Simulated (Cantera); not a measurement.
Input: 1 mol Al, 2.9 mol Cl2, 1.5 mol H2, equilibrated at 1350 K and 133 Pa.

Equilibrium computed with Cantera from the NASA thermochemical tables; the gas is ideal and each condensed phase is pure. Candidate condensed phases: Al, AlCl3; 12 gas species. The tables' values for AlCl2 are old estimates; treat these amounts as uncertain. The numbers say what is thermodynamically allowed, not how fast it happens.

Base state: HCl 0.718, AlCl3 0.256, H2 0.0255, AlCl2 0.000548, Cl 0.000245, AlCl 1.72e-5, H 1.04e-5 (mole fractions); condensed: gas only.

Q: What changes in the equilibrium state with this change: 0.42 mol H2O added?

A: 
```json
[
 {"species": "HCl", "before": "0.718", "after": "0.816"},
 {"species": "AlCl3", "before": "0.256", "after": "0.161"},
 {"species": "H2", "before": "0.0255", "after": "0.0224"},
 {"species": "H2O", "before": "0", "after": "1.71e-5"},
 {"species": "AlCl", "before": "1.72e-5", "after": "7.37e-6"},
 {"species": "AlCl2", "before": "0.000548", "after": "0.000285"},
 {"species": "Al2O3(s), mol", "before": "0", "after": "0.140"}
]
```
Further candidate phases: Al2O3, H2O.
